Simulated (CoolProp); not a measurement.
Vapour-liquid equilibrium of R152A (1) + R113 (2) at 54.75 °C; x and y are mole fractions of (1).

Values from CoolProp's multi-fluid Helmholtz-energy mixture model, Outcalt 1996 and Marx 1992; pair parameters Bell 2016.

```tsv
x	bubble pressure (MPa)	y at the bubble point	dew pressure at overall composition x (MPa)	liquid density (mol/L)
0.05	0.2278	0.445	0.1344	8.102
0.2	0.4881	0.756	0.1593	8.571
0.35	0.6889	0.840	0.1953	9.083
0.5	0.8448	0.883	0.2518	9.652
0.65	0.9785	0.914	0.3528	10.30
0.8	1.113	0.945	0.5783	11.06
0.95	1.266	0.984	1.134	11.99
```

No azeotrope shows between x = 0.05 and 0.95.

The pair parameters rest on a limited set of measurements; away from them the model extrapolates.
